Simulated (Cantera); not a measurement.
Charge: 1 mol Cr, 0.031 mol H2O, 190 mol H2, held at 5.70 Pa.

Equilibrium computed with Cantera from the NASA thermochemical tables; the gas is ideal and each condensed phase is pure. Candidate condensed phases: Cr, Cr2O3, H2O; 13 gas species. Rates play no part.

x: gas mole fraction; nothing condenses.

```csv
T (K),x H2,x H,x Cr,x H2O
1873,0.913,0.0817,0.00502,0.000154
1973,0.832,0.163,0.00481,0.000145
2073,0.703,0.292,0.00447,0.000130
2173,0.530,0.465,(withheld),0.000104
2273,0.344,0.652,(withheld),6.48e-5
2373,0.190,0.807,(withheld),2.47e-5
2473,0.0936,0.903,(withheld),5.80e-6
```

**Question.** What belongs in the gaps?

**Answer.** 
- 2173, x Cr: 0.00402
- 2273, x Cr: 0.00353
- 2373, x Cr: 0.00312
- 2473, x Cr: 0.00287
